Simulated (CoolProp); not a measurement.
Vapour-liquid equilibrium of isobutene (1) + n-butane (2) at 0.631 MPa; x and y are mole fractions of (1).

Values from CoolProp's multi-fluid Helmholtz-energy mixture model, Lemmon 2005 and Bücker 2006; pair parameters Bell 2016.

```json
[
 {"x": "0.05", "bubble temperature, mixture model (°C)": "59.0", "bubble temperature, Raoult's law (°C)": "59.1", "y, mixture model": "0.061", "y, Raoult's law": "0.061"},
 {"x": "0.125", "bubble temperature, mixture model (°C)": "?", "bubble temperature, Raoult's law (°C)": "58.4", "y, mixture model": "0.148", "y, Raoult's law": "0.149"},
 {"x": "0.2", "bubble temperature, mixture model (°C)": "57.4", "bubble temperature, Raoult's law (°C)": "57.7", "y, mixture model": "0.232", "y, Raoult's law": "0.234"},
 {"x": "0.275", "bubble temperature, mixture model (°C)": "56.7", "bubble temperature, Raoult's law (°C)": "57.1", "y, mixture model": "0.313", "y, Raoult's law": "0.317"},
 {"x": "0.35", "bubble temperature, mixture model (°C)": "56.1", "bubble temperature, Raoult's law (°C)": "56.5", "y, mixture model": "0.391", "y, Raoult's law": "0.398"},
 {"x": "0.425", "bubble temperature, mixture model (°C)": "?", "bubble temperature, Raoult's law (°C)": "55.8", "y, mixture model": "?", "y, Raoult's law": "0.476"},
 {"x": "0.5", "bubble temperature, mixture model (°C)": "54.8", "bubble temperature, Raoult's law (°C)": "55.2", "y, mixture model": "0.542", "y, Raoult's law": "0.551"},
 {"x": "0.575", "bubble temperature, mixture model (°C)": "54.2", "bubble temperature, Raoult's law (°C)": "54.6", "y, mixture model": "0.614", "y, Raoult's law": "0.624"},
 {"x": "0.65", "bubble temperature, mixture model (°C)": "?", "bubble temperature, Raoult's law (°C)": "54.0", "y, mixture model": "?", "y, Raoult's law": "0.695"},
 {"x": "0.725", "bubble temperature, mixture model (°C)": "53.1", "bubble temperature, Raoult's law (°C)": "53.4", "y, mixture model": "0.754", "y, Raoult's law": "0.764"},
 {"x": "0.8", "bubble temperature, mixture model (°C)": "52.6", "bubble temperature, Raoult's law (°C)": "52.8", "y, mixture model": "0.823", "y, Raoult's law": "0.831"},
 {"x": "0.875", "bubble temperature, mixture model (°C)": "?", "bubble temperature, Raoult's law (°C)": "52.2", "y, mixture model": "0.890", "y, Raoult's law": "0.896"},
 {"x": "0.95", "bubble temperature, mixture model (°C)": "51.6", "bubble temperature, Raoult's law (°C)": "51.7", "y, mixture model": "0.956", "y, Raoult's law": "0.959"}
]
```

Question: Complete the blanks.

Answer: 
- 0.125, bubble temperature, mixture model (°C): 58.2
- 0.425, bubble temperature, mixture model (°C): 55.4
- 0.425, y, mixture model: 0.467
- 0.65, bubble temperature, mixture model (°C): 53.7
- 0.65, y, mixture model: 0.685
- 0.875, bubble temperature, mixture model (°C): 52.1

The largest gap from Raoult's law is -0.4 K in bubble temperature, at x = 0.425. No azeotrope shows between x = 0.05 and 0.95.

The pair parameters rest on a limited set of measurements; away from them the model extrapolates.
